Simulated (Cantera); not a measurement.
A perfectly stirred reactor is fed with H₂ : O₂ : N₂ = 1 : 0.641 : 1.92 (molar parts), equivalence ratio 0.78, at 4.30 bar; it is adiabatic with a 425 K inlet, and is followed from long to short residence time, starting on the burning branch (τ in s: 0.048, 0.019, 0.0077, 0.0031, 0.0012, 0.00049, 0.00019, 7.7e-05, 3.1e-05, 1.2e-05).

Model: GRI-Mech 3.0 (53 species, 325 reactions), integrated in Cantera. The hydrogen kinetics of GRI-Mech 3.0 are dated; newer H2 mechanisms differ, most at raised pressure.

**Question.** What does this change do: inlet temperature 425 to 598 K?

**Answer.** 
```tsv
quantity	before	after
blow-out, bracketed by the residence times tried	burning at 12.0 µs, the shortest tried	burning at 12.0 µs, the shortest tried
x(H₂) at τ = 48.0 ms	0.00324	0.00532
x(O₂) at τ = 48.0 ms	0.0413	0.0401
x(NO₂) at τ = 48.0 ms	5.86e-6	6.82e-6
x(H₂O₂) at τ = 48.0 ms	8.10e-7	9.81e-7
x(H) at τ = 48.0 ms	0.000516	0.00104
x(H₂) at τ = 0.490 ms	0.00599	0.00756
x(O₂) at τ = 0.490 ms	0.0447	0.0442
x(NO₂) at τ = 0.490 ms	4.49e-7	9.11e-7
x(H₂O₂) at τ = 0.490 ms	8.93e-7	1.01e-6
x(H) at τ = 0.490 ms	0.00128	0.00179
```

**Question.** What does this change do: 0.042 parts CO2 added?

**Answer.** 
| quantity | before | after |
|---|---|---|
| blow-out, bracketed by the residence times tried | burning at 12.0 µs, the shortest tried | burning at 12.0 µs, the shortest tried |
| x(H₂) at τ = 48.0 ms | 0.00324 | 0.00274 |
| x(O₂) at τ = 48.0 ms | 0.0413 | 0.0415 |
| x(NO₂) at τ = 48.0 ms | 5.86e-6 | 5.38e-6 |
| x(H₂O₂) at τ = 48.0 ms | 8.10e-7 | 7.49e-7 |
| x(H) at τ = 48.0 ms | 0.000516 | 0.000411 |
| x(H₂) at τ = 0.490 ms | 0.00599 | 0.00555 |
| x(O₂) at τ = 0.490 ms | 0.0447 | 0.0448 |
| x(NO₂) at τ = 0.490 ms | 4.49e-7 | 3.52e-7 |
| x(H₂O₂) at τ = 0.490 ms | 8.93e-7 | 8.57e-7 |
| x(H) at τ = 0.490 ms | 0.00128 | 0.00115 |

**Question.** What does this change do: O2 0.641 to 0.51 parts?

**Answer.** 
```json
[
 {"quantity": "blow-out, bracketed by the residence times tried", "before": "burning at 12.0 µs, the shortest tried", "after": "burning at 12.0 µs, the shortest tried"},
 {"quantity": "x(H₂) at τ = 48.0 ms", "before": "0.00324", "after": "0.0113"},
 {"quantity": "x(O₂) at τ = 48.0 ms", "before": "0.0413", "after": "0.00584"},
 {"quantity": "x(NO₂) at τ = 48.0 ms", "before": "5.86e-6", "after": "9.39e-7"},
 {"quantity": "x(H₂O₂) at τ = 48.0 ms", "before": "8.10e-7", "after": "3.47e-7"},
 {"quantity": "x(H) at τ = 48.0 ms", "before": "0.000516", "after": "0.00121"},
 {"quantity": "x(H₂) at τ = 0.490 ms", "before": "0.00599", "after": "0.0188"},
 {"quantity": "x(O₂) at τ = 0.490 ms", "before": "0.0447", "after": "0.0102"},
 {"quantity": "x(NO₂) at τ = 0.490 ms", "before": "4.49e-7", "after": "1.34e-7"},
 {"quantity": "x(H₂O₂) at τ = 0.490 ms", "before": "8.93e-7", "after": "5.81e-7"},
 {"quantity": "x(H) at τ = 0.490 ms", "before": "0.00128", "after": "0.00341"}
]
```
